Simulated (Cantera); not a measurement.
A perfectly stirred reactor is fed with 19.2 % C₂H₆, 80.8 % N₂, at 0.987 atm; it is held at 1850 K, and followed from long to short residence time.

Detailed kinetics in Cantera: GRI-Mech 3.0 (53 species, 325 reactions). GRI-Mech 3.0 stops at C3 and has no aromatics, soot or wall deposition, so with more carbon than oxygen in the feed, carbon stays in small species such as C2H2 where larger ones or solid carbon would form.

Q: Predict: x(C₂H₆) at τ = 1.30 s; x(C₂H) at τ = 1.30 s; x(H₂) at τ = 1.30 s; x(C₂H₄) at τ = 1.30 s; x(CH₄) at τ = 1.30 s; x(C₂H₆) at τ = 57.0 ms; x(C₂H) at τ = 57.0 ms; x(H₂) at τ = 57.0 ms; x(C₂H₄) at τ = 57.0 ms; x(CH₄) at τ = 57.0 ms.

A: 
- x(C₂H₆) at τ = 1.30 s: 1.86e-6
- x(C₂H) at τ = 1.30 s: 1.57e-6
- x(H₂) at τ = 1.30 s: 0.271
- x(C₂H₄) at τ = 1.30 s: 0.000622
- x(CH₄) at τ = 1.30 s: 0.00524
- x(C₂H₆) at τ = 57.0 ms: 3.54e-5
- x(C₂H) at τ = 57.0 ms: 1.81e-6
- x(H₂) at τ = 57.0 ms: 0.254
- x(C₂H₄) at τ = 57.0 ms: 0.000759
- x(CH₄) at τ = 57.0 ms: 0.0182
